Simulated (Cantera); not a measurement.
A Cantera script and what it prints.

```python
import numpy as np
import cantera as ct

gas_names = """
    H HNO HNO2 HNO3 HO2 H2 H2O H2O2 N NH NH2 NH3 NH2OH NO NO2 NO3 N2 N2H2 N2H4 N2O O OH O2 O3 Si SiH
    SiH2 SiH3 SiH4 SiN SiO SiO2 Si2 Si2N Si3
""".split()
cond_names = """
    H2O(s) H2O(L) Si(cr) Si(L) SiO2(Lqz) SiO2(hqz) SiO2(L) Si2N2O(s) Si3N4(a)
""".split()


# ... load() reads the species with a 1 bar reference pressure and builds the phases ...
atoms = {
    'Si3N4': {'Si': 3, 'N': 4},
    'O2': {'O': 2},
    'H2': {'H': 2},
}
top_T = {'Si2N2O(s)': 2100, 'Si3N4(a)': 2400}  # K; cautious upper limits of use, not melting points


# ... equilibrate(T, P, feed) seeds the gas with the atoms and calls Mixture.equilibrate('TP', solver="vcs", rtol=1e-11, max_steps=5000) ...
results = []
feed = {'Si3N4': 1, 'O2': 0.58, 'H2': 44}  # mol
T = 1725  # K
for P in [0.1, 1, 10, 100, 1000, 10000, 100000, 1000000]:
    mix = equilibrate(T, P, feed)
    results.append((T, P, feed, dict(zip(mix.species_names, mix.species_moles))))

top = {s: max(r[3][s] / sum(r[3][g] for g in gas_names) for r in results) for s in gas_names}
cols = sorted((s for s in top if top[s] > 0.001), key=lambda s: -top[s])[:8]
seen = [c for c in cond_names if any(r[3].get(c, 0) > 1e-12 for r in results)]
print("log10 of partial pressures in bar; condensed amounts in mol")
print(f"{'P/Pa':>10s}" + "".join(f"{s[:9]:>10s}" for s in cols + seen))
for T, P, feed, n in results:
    ng = sum(n[g] for g in gas_names)
    print(f"{P:10.4g}" + "".join(f"{np.log10(max(n[s] / ng * P / 1e5, 1e-99)):10.3f}" for s in cols)
          + "".join(f"{n.get(c, 0):10.4g}" for c in seen))
```

Output:

```
log10 of partial pressures in bar; condensed amounts in mol
      P/Pa        H2         H        N2        Si       SiO     Si(L) Si2N2O(s)  Si3N4(a)
       0.1    -6.127    -6.795    -7.425    -7.462    -7.662         0         0         0
         1    -5.072    -6.267    -6.401    -6.441    -6.638         0         0         0
        10    -4.043    -5.753    -5.381    -5.993    -5.618     1.336         0         0
       100    -3.033    -5.248    -4.374    -5.993    -4.611     1.788         0         0
      1000    -2.031    -4.747    -3.373    -5.993    -3.610     1.833         0         0
     1e+04    -1.010    -4.236    -2.702    -5.993    -3.929    0.7314     1.107         0
     1e+05    -0.004    -3.733    -2.059    -6.361    -4.205         0     1.157    0.2275
     1e+06     0.996    -3.233    -1.061    -7.027    -4.538         0      1.16    0.2267
```

Method: chemical equilibrium by Gibbs-energy minimisation in Cantera with the NASA 1993 tables (ideal gas, pure condensed phases). Mutual solubility and eutectic melting of coexisting phases are not modelled. The tables' values for SiN are old estimates; treat these amounts as uncertain. Gases not in the tables: Si2H6 and higher silanes.
